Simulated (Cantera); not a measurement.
What does this Cantera script print?

```python
import numpy as np
import cantera as ct

gas_names = [...]  # 109 gases of nasa_gas.yaml made of C, Cl, H, Si
cond_names = """
    C(gr) C6H6(L) C7H8(L) C8H18(L),n-octa Si(cr) Si(L) SiC(b)
""".split()


# ... load() reads the species with a 1 bar reference pressure and builds the phases ...
atoms = {
    'CH3SiCl3': {'C': 1, 'H': 3, 'Si': 1, 'CL': 3},
    'C2H2': {'C': 2, 'H': 2},
    'H2': {'H': 2},
}
top_T = {'C(gr)': 4500, 'SiC(b)': 3050}  # K; cautious upper limits of use, not melting points


# ... equilibrate(T, P, feed) seeds the gas with the atoms and calls Mixture.equilibrate('TP', solver="vcs", rtol=1e-11, max_steps=5000) ...
results = []
feed = {'CH3SiCl3': 1, 'C2H2': 0.12, 'H2': 1400}  # mol
T = 2173.15  # K
P = 1700  # Pa
mix = equilibrate(T, P, feed)
results.append((T, P, feed, dict(zip(mix.species_names, mix.species_moles))))
x = sorted(zip(gas.X, gas.species_names), reverse=True)
print(f"T = {T:g} K  P = {P:g} Pa  gas = {mix.phase_moles(0):.4g} mol")
print("   x: " + "  ".join(f"{s} {v:.3e}" for v, s in x if v > 1e-06))
print("   condensed (mol): " + ("  ".join(f"{mix.phase(i).name} {mix.phase_moles(i):.4g}"
      for i in range(1, mix.n_phases) if mix.phase_moles(i) > 1e-12) or "none"))
```

It prints:

```
T = 2173.15 K  P = 1700 Pa  gas = 1430 mol
   x: H2 9.605e-01  H 3.630e-02  HCL 2.039e-03  Si 6.270e-04  C2H2,acetylene 4.175e-04  CL 5.623e-05  SiH 3.738e-05  SiC2 1.069e-05  SiH2 9.487e-06  Si2C 5.663e-06  SiCL 2.344e-06  CH4 1.940e-06  CH3 1.411e-06
   condensed (mol): none
```

Method: chemical equilibrium by Gibbs-energy minimisation in Cantera with the NASA 1993 tables (ideal gas, pure condensed phases). The feed counts by its element totals alone.
